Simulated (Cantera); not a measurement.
# Gas-phase reforming

An isothermal, constant-pressure homogeneous reactor starts with CH4 : H2O : H2 = 1 : 3 : 0.17 (molar parts), at 2123 K and 0.220 bar.

Detailed kinetics in Cantera: GRI-Mech 3.0 (53 species, 325 reactions).

| t (s) | x CH4 | x H2O | x H2 | x HCO | x CH2CO | x CH2O | x CH2 |
|---|---|---|---|---|---|---|---|
| 0.000300 | 0.0351 | 0.571 | 0.297 | 2.80e-6 | 0.000292 | 0.000117 | 6.44e-5 |
| 0.00160 | 0.00897 | 0.461 | 0.403 | 1.04e-6 | 0.000178 | 2.83e-5 | 2.85e-5 |
| 0.00857 | 0.00294 | 0.331 | 0.506 | 2.66e-7 | 1.88e-5 | 4.86e-6 | 6.88e-6 |
| 0.0458 | 3.00e-8 | 0.306 | 0.526 | 4.79e-8 | 6.74e-11 | 6.84e-9 | 8.25e-11 |
| 0.245 | 6.49e-11 | 0.306 | 0.526 | 4.86e-8 | <1e-12 | 6.77e-9 | <1e-12 |
| 1.31 | 6.49e-11 | 0.306 | 0.526 | 4.86e-8 | <1e-12 | 6.77e-9 | <1e-12 |
| 7.00 | 6.49e-11 | 0.306 | 0.526 | 4.86e-8 | <1e-12 | 6.77e-9 | <1e-12 |
| 37.4 | 6.49e-11 | 0.306 | 0.526 | 4.86e-8 | <1e-12 | 6.77e-9 | <1e-12 |
| 200 | 6.49e-11 | 0.306 | 0.526 | 4.86e-8 | <1e-12 | 6.77e-9 | <1e-12 |
x: mole fraction; the columns are a selection and need not sum to one.

Equilibrium at this temperature and pressure: CH4 7.60e-11, H2O 0.306, H2 0.526, HCO 4.86e-8, CH2CO <1e-12, CH2O 6.77e-9, CH2 <1e-12 (gas phase only).
